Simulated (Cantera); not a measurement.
Feed: 1 mol V, 3.3 mol N2, 62 mol H2, 14 mol NH3, equilibrated at 1.33 mbar.

Method: chemical equilibrium by Gibbs-energy minimisation in Cantera with the NASA 1993 tables (ideal gas, pure condensed phases). Candidate condensed phases: V, VN; 11 gas species. VN: taken at fixed stoichiometry. Condensed phases not in the tables: V2N, N, O or C dissolved in the metal. Kinetics and transport are ignored.

### Question
What share of the V ends up in condensed phases as a function of T (K), at 1750, 1800, 1850, 1900, 1950, 2000, 2050?

### Answer
| T (K) | V condensed (%) | as |
|---|---|---|
| 1750 | 99.9 | VN(s) |
| 1800 | 99.5 | VN(s) |
| 1850 | 98.6 | V(s) |
| 1900 | 96.7 | V(s) |
| 1950 | 92.5 | V(s) |
| 2000 | 83.5 | V(s) |
| 2050 | 65.2 | V(s) |
